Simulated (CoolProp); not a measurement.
Isobutene along the isobar 0.32 MPa: density (kg/m³) from the reference equation and from simpler models built on Tc = 144.9 °C, pc = 4.016 MPa, ω = 0.193; each cubic takes its own stable root.

Computed with CoolProp (reference Helmholtz-energy equation of state, Lemmon 2005). It is a short technical equation, of lower accuracy than the large ones.

| T (°C) | phase | reference |
|---|---|---|
| -15.95 | liquid | 636.8 |
| 1.65 | liquid | 616.8 |
| 19.25 | liquid | 595.7 |
| 36.95 | gas | 7.575 |
| 54.55 | gas | 7.052 |
| 72.15 | gas | 6.613 |
| 89.85 | gas | 6.233 |
| 107.45 | gas | 5.902 |
| 125.05 | gas | 5.609 |
| 142.75 | gas | 5.345 |
| 160.35 | gas | 5.109 |

Question: How far does each simpler model (van der Waals, Soave-Redlich-Kwong) lie from the reference over these 11 states: mean and median of the absolute difference, and the worst?

Answer: 
- van der Waals: mean 27.9 %, median 1.6 %, worst -98.7 % at 19.25 °C and 0.32 MPa
- Soave-Redlich-Kwong: mean 2.1 %, median 0.4 %, worst -7.3 % at 19.25 °C and 0.32 MPa

At some of these states van der Waals gives the other phase, because its saturation line lies elsewhere.
